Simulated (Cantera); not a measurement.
A Cantera script and its output.

```python
import numpy as np
import cantera as ct

gas = ct.Solution("gri30.yaml")
gas.TPX = 2050, 9500, {'CH4': 0.018, 'H2': 1, 'H': 0.079}
reactor = ct.IdealGasConstPressureReactor(gas, energy="off", clone=False)
net = ct.ReactorNet([reactor])
net.rtol, net.atol = 1e-08, 1e-18
show = ['CH4', 'H2', 'H', 'C2H', 'CH3']
times = np.geomspace(4e-06, 100, 9)

steps = ct.SolutionArray(gas, extra=["t"])
rows = []
print(f"{'t/s':>10s}{'T/K':>9s}{'P/Pa':>11s}" + "".join(f"{s:>11s}" for s in show))
for t in times:
    while net.time < t:
        t_next = net.step()
        steps.append(gas.state, t=t_next)
    rows.append([np.interp(t, steps.t, y) for y in (steps.T, steps.P, *steps(*show).X.T)])
    print(f"{t:10.3e}{rows[-1][0]:9.1f}{rows[-1][1]:11.4g}" + "".join(f"{x:11.3e}" for x in rows[-1][2:]))
rate = np.gradient(steps.T, steps.t)
print("integrator steps:", len(steps.t))
if steps.T.max() > steps.T[0] + 200:
    print(f"time of steepest temperature rise: {steps.t[rate.argmax()]:.4e} s")
gas.TPX = 2050, 9500, {'CH4': 0.018, 'H2': 1, 'H': 0.079}
gas.equilibrate("TP")
print(f"equilibrium (TP): T = {gas.T:.1f} K  " + "  ".join(f"{s} {gas[s].X[0]:.3e}" for s in show))
```

Output:

```
       t/s      T/K       P/Pa        CH4         H2          H        C2H        CH3
 4.000e-06   2050.0       9500  7.537e-03  9.218e-01  6.195e-02  1.457e-07  8.198e-03
 3.364e-05   2050.0       9500  5.195e-03  9.335e-01  5.276e-02  3.193e-06  5.474e-03
 2.828e-04   2050.0       9500  1.933e-03  9.528e-01  3.726e-02  5.581e-06  1.443e-03
 2.378e-03   2050.0       9500  5.787e-04  9.667e-01  2.463e-02  4.395e-06  2.851e-04
 2.000e-02   2050.0       9500  2.665e-04  9.795e-01  1.205e-02  2.211e-06  6.388e-05
 1.682e-01   2050.0       9500  1.573e-04  9.842e-01  7.365e-03  1.360e-06  2.300e-05
 1.414e+00   2050.0       9500  9.645e-05  9.843e-01  7.356e-03  1.364e-06  1.409e-05
 1.189e+01   2050.0       9500  9.608e-05  9.843e-01  7.356e-03  1.364e-06  1.403e-05
 1.000e+02   2050.0       9500  9.608e-05  9.843e-01  7.356e-03  1.364e-06  1.403e-05
integrator steps: 1391
equilibrium (TP): T = 2050.0 K  CH4 9.614e-05  H2 9.843e-01  H 7.356e-03  C2H 1.364e-06  CH3 1.404e-05
```

Model: GRI-Mech 3.0 (53 species, 325 reactions), integrated in Cantera. GRI-Mech 3.0 stops at C3 and has no aromatics, soot or wall deposition, so with more carbon than oxygen in the feed, carbon stays in small species such as C2H2 where larger ones or solid carbon would form.
